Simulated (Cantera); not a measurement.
Metals in furnace atmospheres: Pb + NH3 + H2

A closed system holds: 1 mol Pb, 0.22 mol NH3, 1.9 mol H2, at 7600 Pa.

Cantera equilibrium calculation (NASA polynomials, part measured and part estimated; ideal gas, pure solids and liquids). Candidate condensed phases: Pb; 11 gas species. Equilibrium is a limit: real reactors are often held back by kinetics, nucleation or transport.

From 1023 K to 1473 K the condensed part is Pb(l). From 1523 K to 1673 K nothing is condensed. The main Pb-bearing gas is Pb throughout.

| T (K) | x H2 | x Pb | x N2 | x H | x Pb2 | x NH3 | n Pb(l) |
|---|---|---|---|---|---|---|---|
| 1023 | 0.953 | 0.000351 | 0.0470 | 1.47e-8 | 1.55e-9 | 7.68e-6 | 0.999 |
| 1073 | 0.952 | 0.000962 | 0.0470 | 4.96e-8 | 8.35e-9 | 5.66e-6 | 0.998 |
| 1123 | 0.951 | 0.00240 | 0.0469 | 1.51e-7 | 3.86e-8 | 4.28e-6 | 0.994 |
| 1173 | 0.948 | 0.00555 | 0.0467 | 4.16e-7 | 1.56e-7 | 3.30e-6 | 0.987 |
| 1223 | 0.942 | 0.0119 | 0.0464 | 1.06e-6 | 5.60e-7 | 2.57e-6 | 0.972 |
| 1273 | 0.930 | 0.0242 | 0.0459 | 2.49e-6 | 1.81e-6 | 2.02e-6 | 0.942 |
| 1323 | 0.909 | 0.0463 | 0.0448 | 5.48e-6 | 5.35e-6 | 1.58e-6 | 0.886 |
| 1373 | 0.873 | 0.0844 | 0.0430 | 1.13e-5 | 1.46e-5 | 1.21e-6 | 0.784 |
| 1423 | 0.812 | 0.147 | 0.0401 | 2.17e-5 | 3.68e-5 | 8.81e-7 | 0.595 |
| 1473 | 0.717 | 0.248 | 0.0354 | 3.89e-5 | 8.71e-5 | 5.83e-7 | 0.229 |
| 1523 | 0.668 | 0.299 | 0.0329 | 6.85e-5 | 0.000108 | 4.35e-7 | 0 |
| 1573 | 0.668 | 0.299 | 0.0329 | 0.000121 | 9.23e-5 | 3.78e-7 | 0 |
| 1623 | 0.668 | 0.299 | 0.0329 | 0.000205 | 7.98e-5 | 3.31e-7 | 0 |
| 1673 | 0.667 | 0.299 | 0.0329 | 0.000337 | 6.96e-5 | 2.92e-7 | 0 |
x: gas mole fraction; n: condensed amount in mol.
